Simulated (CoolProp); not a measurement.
20 sccm (0 °C, 1 atm) of nitrogen bubbles through liquid methanol at 301.8 K and leaves saturated at a total pressure of 0.15 MPa (ideal gas phase). Each further row changes one setting.

Model: reference Helmholtz-energy equation of state, de Reuck 1993, in CoolProp.

```json
[
 {"case": "as stated", "vapour pressure (kPa)": "20.5", "mole fraction of vapour": "0.137", "delivery (mg/min)": "4.52", "delivery (sccm)": "3.16", "change of delivery for a bath 1 K warmer (%)": "6.0"},
 {"case": "bath temperature 306.8 K", "vapour pressure (kPa)": "26.2", "mole fraction of vapour": "0.175", "delivery (mg/min)": "6.06", "delivery (sccm)": "4.24", "change of delivery for a bath 1 K warmer (%)": "6.1"},
 {"case": "total pressure 0.3 MPa", "vapour pressure (kPa)": "20.5", "mole fraction of vapour": "0.0683", "delivery (mg/min)": "2.09", "delivery (sccm)": "1.47", "change of delivery for a bath 1 K warmer (%)": "5.6"}
]
```
